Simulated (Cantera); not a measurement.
An isothermal, constant-pressure homogeneous reactor starts with CH4 : CO2 : H2 = 1 : 0.37 : 1.8 (molar parts), at 1525 K and 6.12 atm.

Detailed kinetics in Cantera: GRI-Mech 3.0 (53 species, 325 reactions). GRI-Mech 3.0 stops at C3 and has no aromatics, soot or wall deposition, so with more carbon than oxygen in the feed, carbon stays in small species such as C2H2 where larger ones or solid carbon would form.

x: mole fraction; the columns are a selection and need not sum to one.

```tsv
t (s)	x CH4	x CO2	x H2	x HCO	x HO2	x O2	x C2H6
4.00e-6	0.315	0.117	0.568	<1e-12	<1e-12	<1e-12	1.84e-8
2.89e-5	0.315	0.117	0.568	<1e-12	<1e-12	<1e-12	4.74e-6
0.000209	0.315	0.117	0.568	2.08e-11	<1e-12	<1e-12	…
0.00151	0.314	0.115	0.567	9.67e-11	<1e-12	<1e-12	0.000209
0.0110	0.303	…	0.565	5.75e-10	<1e-12	<1e-12	…
0.0792	0.256	0.0541	0.550	3.47e-9	<1e-12	<1e-12	0.000313
0.573	0.223	0.00745	0.530	6.64e-9	<1e-12	<1e-12	0.000348
4.15	0.212	0.00657	0.551	7.69e-9	<1e-12	<1e-12	0.000304
30.0	0.176	0.00330	0.613	1.07e-8	<1e-12	<1e-12	0.000189
```

**Question.** Some entries are withheld; supply them.

**Answer.** 
- 0.000209, x C2H6: 8.95e-5
- 0.0110, x CO2: 0.105
- 0.0110, x C2H6: 0.000239
